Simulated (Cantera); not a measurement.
Feed: 1 mol Si2H6, 0.24 mol HCl, 49 mol N2, at 1075 K and 88000 Pa.

These are equilibrium values from Cantera (NASA tables, ideal gas, pure condensed phases), not measurements of a reactor. Candidate condensed phases: NH4Cl, Si, Si3N4; 28 gas species. The feed counts by its element totals alone. N2 is the only nitrogen source here; it is nearly inert below about 1500 K, so the nitride shown seldom forms there in practice. Equilibrium is a limit: real reactors are often held back by kinetics, nucleation or transport.

Base state: N2 0.936, H2 0.0589, HCl 0.00471 (mole fractions); condensed: Si3N4(s).

Q: What changes in the equilibrium state with this change: HCl from 0.24 to 3.9 mol?

A: 
| species | before | after |
|---|---|---|
| N2 | 0.936 | 0.875 |
| HCl | 0.00471 | 0.0660 |
| H2 | 0.0589 | 0.0577 |
| SiCl4 | 3.25e-8 | 0.00136 |
| SiHCl3 | 5.04e-9 | 1.48e-5 |
| Si3N4(s), mol | 0.667 | 0.642 |
